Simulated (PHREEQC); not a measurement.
Make-up at 50 °C: 0.0027 mol KH2PO4 and 0.00031 mol K2HPO4 per kg of water. Closed to the air; pH follows from the charge balance.

The numbers come from PHREEQC with the ion-association model, phreeqc.dat.

Precipitation was switched off in this run.

### Question
What pH does the model give?

### Answer
pH 6.12.

### Question
In which forms is P present?

### Answer
H2PO4- 90 %, HPO4-2 10 % of the P.

At this temperature some constants are extrapolated from 25 °C, and those without enthalpy data are left unchanged.
